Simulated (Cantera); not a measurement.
An adiabatic, constant-volume homogeneous reactor starts with CH₄ : C₂H₆ : O₂ : N₂ = 1 : 0.12 : 1.27 : 4.79 (molar parts), equivalence ratio 1.9, at 1250 K and 1.20 bar. Integrator tolerance rtol = 1e-08.

Computed with Cantera and GRI-Mech 3.0 (53 species, 325 reactions).

```json
[
 {"quantity": "time of steepest temperature rise", "before": "2.77 ms", "after": "3.75 ms"},
 {"quantity": "temperature at 2.00 s", "before": "2662 K", "after": "2695 K"},
 {"quantity": "equilibrium temperature", "before": "2662 K", "after": "2695 K"},
 {"quantity": "x(CH₄) at 2.00 s", "before": "4.16e-11 (gas-phase equilibrium 4.69e-11)", "after": "2.58e-11 (gas-phase equilibrium 2.91e-11)"},
 {"quantity": "x(C₂H₆) at 2.00 s", "before": "<1e-12 (gas-phase equilibrium <1e-12)", "after": "<1e-12 (gas-phase equilibrium <1e-12)"},
 {"quantity": "x(O₂) at 2.00 s", "before": "4.63e-5 (gas-phase equilibrium 4.63e-5)", "after": "8.05e-5 (gas-phase equilibrium 8.05e-5)"},
 {"quantity": "x(C₂H) at 2.00 s", "before": "<1e-12 (gas-phase equilibrium <1e-12)", "after": "<1e-12 (gas-phase equilibrium <1e-12)"},
 {"quantity": "x(H₂O) at 2.00 s", "before": "0.132 (gas-phase equilibrium 0.132)", "after": "0.139 (gas-phase equilibrium 0.139)"},
 {"quantity": "x(CO) at 2.00 s", "before": "0.128 (gas-phase equilibrium 0.128)", "after": "0.123 (gas-phase equilibrium 0.123)"},
 {"quantity": "x(OH) at 2.00 s", "before": "0.00248 (gas-phase equilibrium 0.00248)", "after": "0.00319 (gas-phase equilibrium 0.00319)"}
]
```

### Question
Name the change that produced these shifts.
A) pressure from 1.20 bar to 1.00 bar
B) pressure from 1.20 bar to 21.0 bar
C) C2H6 0.12 to 0.094 parts
D) initial temperature 1250 to 1100 K

### Answer
C, C2H6 0.12 to 0.094 parts
